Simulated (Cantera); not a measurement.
Ignition delay

Mixture: 4.35 % CH4, 17.4 % O2, 65.2 % N2, 13.0 % CO2, at 10.0 bar, adiabatic and at constant volume. Ignition delay is the time to a rise of 400 K.

Computed with Cantera and GRI-Mech 3.0 (53 species, 325 reactions).

```json
[
 {"T0 (K)": "1275", "delay (ms)": "1.66"},
 {"T0 (K)": "1375", "delay (ms)": "0.567"},
 {"T0 (K)": "1475", "delay (ms)": "0.214"},
 {"T0 (K)": "1575", "delay (ms)": "0.0884"},
 {"T0 (K)": "1675", "delay (ms)": "0.0398"},
 {"T0 (K)": "1775", "delay (ms)": "0.0196"}
]
```

```yaml
apparent activation energy between 1575 and 1775 K: 180 kJ/mol
```
